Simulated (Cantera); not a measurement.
## Fluorocarbon and chlorocarbon gases: CH2F2 + H2

Input: 1 mol CH2F2, 0.049 mol H2, equilibrated at 0.100 bar.

These are equilibrium values from Cantera (NASA tables, ideal gas, pure condensed phases), not measurements of a reactor. Candidate condensed phases: C, C6H6, C7H8, C8H18; 110 gas species. Ions and electrons are included (thermal ionisation). The numbers say what is thermodynamically allowed, not how fast it happens.

```
T (K)  log p HF  log p H  log p F  log p C  log p C3  log p CF  log p C2  log p H2  n C(graphite)
-----  --------  -------  -------  -------  --------  --------  --------  --------  -------------
2500      -1.01    -2.96    -3.93    -6.78     -6.30     -5.42     -7.34     -2.73          0.999
3000      -1.05    -2.28    -2.58    -4.30     -3.51     -3.51     -4.50     -2.96          0.964
3500      -1.28    -1.75    -1.85    -2.71     -2.09     -2.59     -2.85     -3.05              0
4000      -1.76    -1.46    -1.51    -2.03     -2.55     -2.62     -2.64     -3.33              0
4500      -2.49    -1.40    -1.43    -1.76     -3.70     -3.08     -2.99     -3.87              0
5000      -3.16    -1.39    -1.41    -1.72     -5.12     -3.67     -3.61     -4.39              0
```
log p: log10 of the partial pressure in bar; n: condensed amount in mol.

From 2500 K to 3000 K the condensed part is C(graphite). From 3500 K to 5000 K nothing is condensed. The main C-bearing gas is C2H2 (acetylene) at 2500 K and C at 5000 K.
